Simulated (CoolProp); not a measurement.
Properties of octamethyltrisiloxane (MDM) at several states.

The numbers come from the reference Helmholtz-energy equation of state, Thol 2017 in CoolProp.

```json
[
 {"T (°C)": "151.05", "p (MPa)": "0.289", "phase": "liquid", "density (kg/m³)": "(withheld)", "cv (kJ/(kg K))": "(withheld)", "fugacity coefficient": "(withheld)"},
 {"T (°C)": "227.15", "p (MPa)": "1.66", "phase": "liquid", "density (kg/m³)": "579.5", "cv (kJ/(kg K))": "(withheld)", "fugacity coefficient": "(withheld)"},
 {"T (°C)": "286.75", "p (MPa)": "2.16", "phase": "liquid", "density (kg/m³)": "463.0", "cv (kJ/(kg K))": "(withheld)", "fugacity coefficient": "(withheld)"}
]
```

Task: Some entries are withheld; supply them.

Result: 
- 151.05, density (kg/m³): 677.8
- 151.05, cv (kJ/(kg K)): 1.785
- 151.05, fugacity coefficient: 0.3210
- 227.15, cv (kJ/(kg K)): 1.970
- 227.15, fugacity coefficient: 0.2775
- 286.75, cv (kJ/(kg K)): 2.109
- 286.75, fugacity coefficient: 0.4565
